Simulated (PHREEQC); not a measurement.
Make-up at 25 °C: 0.05 mol NiCl2, 0.1 mol KCl and 0.13 mol MnSO4 per kg of water. Closed to the air; pH follows from the charge balance.

Computed with PHREEQC (ion-association model, wateq4f.dat).

```tsv
quantity	before	after
pH	6.08	6.08
ionic strength (mol/kgw)	0.483	0.381
Cl- (mol/kgw)	0.181	0.0905
Mn+2 (mol/kgw)	0.0760	0.0754
SO4-2 (mol/kgw)	0.0634	0.0623
MnSO4 (mol/kgw)	0.0403	0.0474
```

Task: What was changed between the two runs?
(A) NiCl2 left out
(B) temperature from 25 to 20 °C
(C) 0.02 mol/kgw NaHCO3 added
(D) KCl left out
(E) NiCl2 replaced by (CH3)4NCl at the same molality

Result: D, KCl left out

This is a speciation only: nothing precipitates in the calculation.
